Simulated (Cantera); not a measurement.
# Titanium nitride, carbide and oxide coatings: Ti(OiPr)4 + O2

A closed system holds: 1 mol Ti(OiPr)4, 8.1 mol O2, equilibrated at 50.0 Pa.

Cantera equilibrium calculation (NASA polynomials, part measured and part estimated; ideal gas, pure solids and liquids). Candidate condensed phases: C, C6H6, C7H8, C8H18, H2O, Ti, TiC, TiO, TiO2, Ti2O3, Ti3O5, Ti4O7; 113 gas species. The feed counts by its element totals alone. Condensed phases not in the tables: Magnéli phases beyond Ti4O7. Equilibrium is a limit: real reactors are often held back by kinetics, nucleation or transport.

```tsv
T (K)	x CO	x H2	x H2O	x H	x CO2	x OH	x TiO2	n TiO2(rutile)	n Ti4O7(l)
1648	0.400	0.360	0.177	0.00239	0.0613	5.27e-5	1.69e-7	1.000	0
1698	0.402	0.357	0.179	0.00386	0.0591	9.95e-5	6.32e-7	1.000	0
1748	0.403	0.353	0.180	0.00607	0.0570	0.000181	2.19e-6	1.000	0
1798	0.404	0.349	0.182	0.00931	0.0552	0.000318	7.05e-6	1.000	0
1848	0.405	0.345	0.183	0.0139	0.0535	0.000543	2.13e-5	0.999	0
1898	0.405	0.339	0.183	0.0204	0.0520	0.000899	6.05e-5	0.998	0
1948	0.404	0.332	0.183	0.0291	0.0506	0.00145	0.000163	0.996	0
1998	0.402	0.324	0.181	0.0408	0.0492	0.00228	0.000417	0.989	0
2048	0.397	0.307	0.185	0.0555	0.0504	0.00365	0.000996	0	0.243
2098	0.393	0.294	0.181	0.0746	0.0489	0.00545	0.00205	0	0.236
```
x: gas mole fraction; n: condensed amount in mol.

From 1648 K to 1998 K the condensed part is TiO2(rutile). From 2048 K to 2098 K the condensed part is Ti4O7(l). The main Ti-bearing gas is TiO2 throughout.
